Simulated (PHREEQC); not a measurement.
Consider water at 20 °C with 1.1 mol KCl and 0.0007 mol H4SiO4 per kg of water. Closed to the air; pH follows from the charge balance.

All values are PHREEQC results (Pitzer model, pitzer.dat), not measurements.

No solid was allowed to form.

Task: What pH, activity of water, density does the model give?

Result: pH 6.39; activity of water 0.965; density 1.047 g/cm³.

In brines, pH and single-ion activities rest on the MacInnes convention.
